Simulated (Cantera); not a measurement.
Cantera run:

```python
import numpy as np
import cantera as ct

gas_names = """
    CL CL2 H HCL H2 Si SiCL SiCL2 SiCL3 SiCL4 SiH SiHCL3 SiH2 SiH2CL2 SiH3 SiH3CL SiH4 Si2 Si3
""".split()
cond_names = """
    Si(cr) Si(L)
""".split()


def load(file, names, dense=False):
    # The tables refer to 1 bar. Condensed volumes are neglected.
    table = {s.name: s for s in ct.Species.list_from_file(file)}
    out = []
    for n in names:
        d = dict(table[n].input_data)
        d["thermo"] = dict(d["thermo"], **{"reference-pressure": 1e5})
        if dense:
            d["equation-of-state"] = {"model": "constant-volume", "density": "1e6 g/cm^3"}
        out.append(ct.Species.from_dict(d))
    return out


gas = ct.Solution(thermo="ideal-gas", species=load("nasa_gas.yaml", gas_names))
cond = {s.name: ct.Solution(thermo="fixed-stoichiometry", species=[s], name=s.name)
        for s in load("nasa_condensed.yaml", cond_names, dense=True)}
atoms = {
    'Si2Cl6': {'Si': 2, 'CL': 6},
    'H2': {'H': 2},
}
top_T = {}  # K; cautious upper limits of use, not melting points


def equilibrate(T, P, feed):
    n = {}
    for name, mol in feed.items():
        for a, k in atoms[name].items():
            n[a] = n.get(a, 0.0) + k * mol
    gas.TPX = T, P, n
    mass = sum(n.values()) * gas.mean_molecular_weight
    gas.equilibrate("TP")
    valid = [c for c in cond.values() if c.min_temp <= T <= top_T.get(c.name, c.max_temp)]
    mix = ct.Mixture([(gas, mass / gas.mean_molecular_weight)] + [(c, 0.0) for c in valid])
    mix.T, mix.P = T, P
    mix.equilibrate("TP", solver="vcs", rtol=1e-11, max_steps=5000)
    return mix


results = []
feed = {'Si2Cl6': 1, 'H2': 240}  # mol
T = 1023.15  # K
P = 1333.22  # Pa
mix = equilibrate(T, P, feed)
results.append((T, P, feed, dict(zip(mix.species_names, mix.species_moles))))
x = sorted(zip(gas.X, gas.species_names), reverse=True)
print(f"T = {T:g} K  P = {P:g} Pa  gas = {mix.phase_moles(0):.4g} mol")
print("   x: " + "  ".join(f"{s} {v:.3e}" for v, s in x if v > 1e-06))
print("   condensed (mol): " + ("  ".join(f"{mix.phase(i).name} {mix.phase_moles(i):.4g}"
      for i in range(1, mix.n_phases) if mix.phase_moles(i) > 1e-12) or "none"))
```

Result:

```
T = 1023.15 K  P = 1333.22 Pa  gas = 242.4 mol
   x: H2 9.821e-01  HCL 1.492e-02  SiCL4 1.484e-03  SiHCL3 8.279e-04  SiCL2 4.029e-04  SiCL3 1.683e-04  SiH2CL2 5.113e-05
   condensed (mol): Si(cr) 1.288
```

Cantera equilibrium calculation (NASA polynomials, part measured and part estimated; ideal gas, pure solids and liquids). The feed counts by its element totals alone. The tables' values for SiCl3 are old estimates; treat these amounts as uncertain.
